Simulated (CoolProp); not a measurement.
Properties of R227EA at several states (Tc = 374.9 K, pc = 2925 kPa, ω = 0.358).

Values from CoolProp's reference Helmholtz-energy equation of state, Lemmon 2016.

```
T (K)  p (kPa)   phase  density (kg/m³)  Joule-Thomson coefficient (K/MPa)  conductivity (mW/(m K))  fugacity coefficient
-----  -------  ------  ---------------  ---------------------------------  -----------------------  --------------------
341.2      201     gas            12.47                              11.62                     16.6                0.9672
427.2     66.1     gas            3.180                              5.812                     23.3                0.9951
255.9     7420  liquid             1575                            -0.2956                     73.5               0.01823
376.4      180     gas            9.991                              8.440                     19.4                0.9792
```

Thermal conductivity comes from a separate model (Huber 2003), an estimate that may be off by 10 % or more.
